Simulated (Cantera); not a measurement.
A perfectly stirred reactor is fed with 82.6 % NH3, 17.4 % H2, at 0.480 bar; it is held at 1875 K, and followed from long to short residence time.

Computed with Cantera and the gas-phase N/H chemistry of the illustrative SiF4/NH3 mechanism in the Surface Chemkin manual (1991). Walls and surfaces, which speed up NH3 decomposition in real reactors, are not modelled.

Predict: x(NH3) at τ = 0.420 s; x(H2) at τ = 0.420 s; x(H) at τ = 0.420 s; x(N) at τ = 0.420 s; x(N2) at τ = 0.420 s; x(NH3) at τ = 22.0 ms; x(H2) at τ = 22.0 ms; x(H) at τ = 22.0 ms; x(N) at τ = 22.0 ms; x(N2) at τ = 22.0 ms.


```json
{
  "x(NH3) at τ = 0.420 s": "0.299",
  "x(H2) at τ = 0.420 s": "0.556",
  "x(H) at τ = 0.420 s": "0.000198",
  "x(N) at τ = 0.420 s": "2.21e-7",
  "x(N2) at τ = 0.420 s": "0.144",
  "x(NH3) at τ = 22.0 ms": "0.752",
  "x(H2) at τ = 22.0 ms": "0.227",
  "x(H) at τ = 22.0 ms": "5.94e-5",
  "x(N) at τ = 22.0 ms": "1.62e-7",
  "x(N2) at τ = 22.0 ms": "0.0201"
}
```
